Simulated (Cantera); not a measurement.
Input: 1 mol Pb, 0.25 mol O2, 5.5 mol N2, at 1398 K and 0.133 bar.

These are equilibrium values from Cantera (NASA tables, ideal gas, pure condensed phases), not measurements of a reactor. Candidate condensed phases: Pb, PbO, PbO2, Pb3O4; 12 gas species. Each liquid is taken as pure. Mutual solubility and eutectic melting of coexisting phases are not modelled. Gases not in the tables: (PbO)n polymers. Rates play no part.

Base state: N2 0.920, Pb 0.0639, PbO 0.0163, Pb2 1.33e-5 (mole fractions); condensed: Pb(l) + PbO(l).

### Question
What changes in the equilibrium state with this change: Pb replaced by PbO?

### Answer
```json
[
 {"species": "N2", "before": "0.920", "after": "0.940"},
 {"species": "O2", "before": "2.72e-6", "after": "0.0428"},
 {"species": "PbO", "before": "0.0163", "after": "0.0163"},
 {"species": "Pb", "before": "0.0639", "after": "0.000509"},
 {"species": "Pb2", "before": "1.33e-5", "after": "<1e-9"},
 {"species": "NO", "before": "2.78e-6", "after": "0.000353"},
 {"species": "Pb(l), mol", "before": "0.118", "after": "0"},
 {"species": "PbO(l), mol", "before": "0.402", "after": "0.902"}
]
```

### Question
What changes in the equilibrium state with this change: pressure from 0.133 bar to 3.20 mbar?

### Answer
```
species       before    after
-----------  -------  -------
N2             0.920    0.845
Pb            0.0639   0.0798
PbO           0.0163   0.0738
O2           2.72e-6  0.00149
Pb2          1.33e-5  4.98e-7
NO           2.78e-6  6.24e-5
Pb(l), mol     0.118        0
PbO(l), mol    0.402        0
```
